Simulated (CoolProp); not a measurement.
Saturation properties of R1336mzz(E).

Computed with CoolProp (reference Helmholtz-energy equation of state, Akasaka 2023).

```tsv
T (°C)	p (MPa)	vapour density (kg/m³)	enthalpy of vaporisation (kJ/kg)	liquid cp (kJ/(kg K))
-43.75	0.006801	0.5888	178.7	1.184
-39.55	0.008971	?	176.6	1.186
-35.25	0.01176	0.9849	174.6	1.189
-31.05	0.01514	1.249	172.5	1.191
-26.75	0.01939	?	170.5	1.194
-22.45	0.02457	1.967	168.4	1.197
-18.25	0.03066	2.422	166.4	1.200
-13.95	0.03811	2.972	164.3	1.203
-9.75	0.04673	3.601	162.3	1.206
-5.45	0.05711	4.349	160.2	1.210
-1.25	0.06894	5.195	158.1	1.214
3.05	0.08299	6.191	155.9	1.218
7.35	0.09921	7.332	153.8	1.222
11.55	?	8.602	?	1.227
15.85	0.1385	10.08	?	1.232
```

Q: Some entries are withheld; supply them.

A: 
- -39.55, vapour density (kg/m³): 0.7638
- -26.75, vapour density (kg/m³): 1.575
- 11.55, p (MPa): 0.1174
- 11.55, enthalpy of vaporisation (kJ/kg): 151.6
- 15.85, enthalpy of vaporisation (kJ/kg): 149.4

It boils at 7.9 °C under 1 atm.
